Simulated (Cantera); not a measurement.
A closed system holds: 1 mol SiF₄, a varied amount of O₂, 1.4 mol N₂, held at 1352 °C and 73000 Pa.

Cantera equilibrium calculation (NASA polynomials, part measured and part estimated; ideal gas, pure solids and liquids). Candidate condensed phases: Si, SiO₂, Si₂N₂O, Si₃N₄; 28 gas species. Kinetics and transport are ignored.

x: gas mole fraction; nothing condenses.

```json
[
 {"n(O₂) (mol)": "0.41", "x O₂": "0.145", "x N₂": "0.498", "x SiF₄": "0.356", "x NO": "0.00142", "x O": "8.68e-6", "x NO₂": "___"},
 {"n(O₂) (mol)": "0.67", "x O₂": "0.217", "x N₂": "0.455", "x SiF₄": "0.326", "x NO": "0.00166", "x O": "1.06e-5", "x NO₂": "___"},
 {"n(O₂) (mol)": "1.1", "x O₂": "0.313", "x N₂": "0.399", "x SiF₄": "0.286", "x NO": "0.00187", "x O": "1.28e-5", "x NO₂": "___"},
 {"n(O₂) (mol)": "1.8", "x O₂": "0.428", "x N₂": "0.332", "x SiF₄": "0.238", "x NO": "0.00199", "x O": "1.49e-5", "x NO₂": "___"},
 {"n(O₂) (mol)": "3", "x O₂": "0.555", "x N₂": "0.258", "x SiF₄": "0.185", "x NO": "0.00200", "x O": "1.70e-5", "x NO₂": "1.05e-5"},
 {"n(O₂) (mol)": "4.9", "x O₂": "0.670", "x N₂": "0.191", "x SiF₄": "0.137", "x NO": "0.00189", "x O": "1.87e-5", "x NO₂": "1.09e-5"},
 {"n(O₂) (mol)": "8", "x O₂": "0.768", "x N₂": "0.134", "x SiF₄": "0.0962", "x NO": "0.00170", "x O": "2.00e-5", "x NO₂": "1.05e-5"},
 {"n(O₂) (mol)": "13", "x O₂": "0.843", "x N₂": "0.0902", "x SiF₄": "0.0649", "x NO": "0.00146", "x O": "2.09e-5", "x NO₂": "___"}
]
```

Task: Fill in the missing entries.

Result: 
- 0.41, x NO₂: 3.82e-6
- 0.67, x NO₂: 5.48e-6
- 1.1, x NO₂: 7.39e-6
- 1.8, x NO₂: 9.20e-6
- 13, x NO₂: 9.46e-6
